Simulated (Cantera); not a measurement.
# Gas-phase reforming

An isothermal, constant-pressure homogeneous reactor starts with 74.1 % CH₄, 25.9 % CO₂, at 1675 K and 1.01 bar.

Model: GRI-Mech 3.0 (53 species, 325 reactions), integrated in Cantera. GRI-Mech 3.0 stops at C3 and has no aromatics, soot or wall deposition, so with more carbon than oxygen in the feed, carbon stays in small species such as C2H2 where larger ones or solid carbon would form.

```csv
t (s),x CH₄,x CO₂,x CH₃,x C₂H₆,x H₂O₂,x OH
2.00e-6,0.741,0.259,4.35e-5,1.53e-8,<1e-12,2.02e-9
1.11e-5,0.740,0.259,0.000238,2.55e-6,<1e-12,2.10e-9
6.13e-5,0.739,0.259,0.000896,0.000222,<1e-12,3.50e-9
0.000340,0.726,0.258,0.00169,0.00234,<1e-12,1.18e-8
0.00188,0.613,0.242,0.00176,0.00284,<1e-12,7.46e-8
0.0104,0.346,0.175,0.000892,0.000646,<1e-12,2.79e-7
0.0576,0.101,0.0429,0.000310,7.17e-5,<1e-12,8.70e-7
0.319,0.0350,0.0101,0.000116,1.18e-5,<1e-12,7.10e-7
1.77,0.0265,0.00263,8.22e-5,7.12e-6,<1e-12,1.48e-7
9.78,0.0241,6.75e-6,7.35e-5,6.10e-6,<1e-12,3.59e-10
54.2,0.0241,2.13e-7,7.34e-5,6.10e-6,<1e-12,1.15e-11
300,0.0241,2.13e-7,7.34e-5,6.10e-6,<1e-12,1.15e-11
```
x: mole fraction; the columns are a selection and need not sum to one.

Equilibrium at this temperature and pressure: CH₄ 0.0241, CO₂ 2.14e-7, CH₃ 7.34e-5, C₂H₆ 6.10e-6, H₂O₂ <1e-12, OH 1.15e-11 (gas phase only).
